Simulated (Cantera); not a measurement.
An adiabatic, constant-volume homogeneous reactor starts with CH₄ : H₂ : O₂ : N₂ : CO₂ = 1 : 0.47 : 2.79 : 10.5 : 0.075 (molar parts), at 1750 K and 160000 Pa.

Model: GRI-Mech 3.0 (53 species, 325 reactions), integrated in Cantera.

**Question.** Predict: time of steepest temperature rise; temperature at 6.00 s; equilibrium temperature; x(H₂) at 6.00 s; x(O₂) at 6.00 s; x(O) at 6.00 s; x(HCO) at 6.00 s.

**Answer.** 
* **time of steepest temperature rise**: 41.9 µs
* **temperature at 6.00 s**: 2936 K
* **equilibrium temperature**: 2936 K
* **x(H₂) at 6.00 s**: 0.0141 (gas-phase equilibrium 0.0141)
* **x(O₂) at 6.00 s**: 0.0401 (gas-phase equilibrium 0.0401)
* **x(O) at 6.00 s**: 0.0110 (gas-phase equilibrium 0.0110)
* **x(HCO) at 6.00 s**: 6.54e-8 (gas-phase equilibrium 6.54e-8)
